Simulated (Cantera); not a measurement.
Feed: 1 mol Cu₂O, 0.32 mol H₂, 0.55 mol N₂, equilibrated at 0.100 bar.

Equilibrium computed with Cantera from the NASA thermochemical tables; the gas is ideal and each condensed phase is pure. Candidate condensed phases: Cu, CuO, Cu(OH)₂, Cu₂O, H₂O; 27 gas species. Each liquid is taken as pure. Mutual solubility and eutectic melting of coexisting phases are not modelled. Kinetics and transport are ignored.

Q: Which condensed phases are stable at each of these points (T (K)): 1448, 1523, 1598, 1673, 1748, 1823, 1898, 1973, 2048, 2123, 2198?

A: 
```
T (K)  condensed phases  Cu condensed (%)
-----  ----------------  ----------------
1448    Cu(l) + Cu₂O(s)             100.0
1523    Cu(l) + Cu₂O(l)             100.0
1598    Cu(l) + Cu₂O(l)             100.0
1673    Cu(l) + Cu₂O(l)             100.0
1748    Cu(l) + Cu₂O(l)              99.9
1823    Cu(l) + Cu₂O(l)              99.7
1898    Cu(l) + Cu₂O(l)              99.2
1973    Cu(l) + Cu₂O(l)              98.2
2048    Cu(l) + Cu₂O(l)              95.9
2123              Cu(l)              91.0
2198              Cu(l)              81.4
```

At 1448 K the condensed part is Cu(l) + Cu₂O(s). From 1523 K to 2048 K the condensed part is Cu(l) + Cu₂O(l). From 2123 K to 2198 K the condensed part is Cu(l).
